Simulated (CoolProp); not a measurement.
Model: reference Helmholtz-energy equation of state, Thol 2012, in CoolProp.

Question: For benzene, give the phase and the cp (kJ/(kg K)), Prandtl number at 384.7 K and 6.95 MPa; 596.7 K and 0.168 MPa.

Answer: 
- 384.7 K and 6.95 MPa: liquid; cp 1.99, Prandtl number 4.33
- 596.7 K and 0.168 MPa: gas; cp 2.05, Prandtl number 0.752

Viscosity comes from a separate model (Avgeri 2014). Thermal conductivity comes from a separate model (Assael 2012).
